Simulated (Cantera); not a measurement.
**AlI3 + N2 (aluminium nitride and oxide growth)**

Feed: 1 mol AlI3, 24 mol N2, held at 1625 °C and 16.0 Pa.

Cantera equilibrium calculation (NASA polynomials, part measured and part estimated; ideal gas, pure solids and liquids). Candidate condensed phases: Al, AlI3, AlN, I2; 10 gas species. The numbers say what is thermodynamically allowed, not how fast it happens.

```yaml
x(N2): 0.872
x(I): 0.0914
x(Al): 0.0187
x(AlI): 0.0176
gas_amount: 27.52 mol
log10 activity of Al(l) (absent): -2.88
log10 activity of I2(l) (absent): -13.18
```
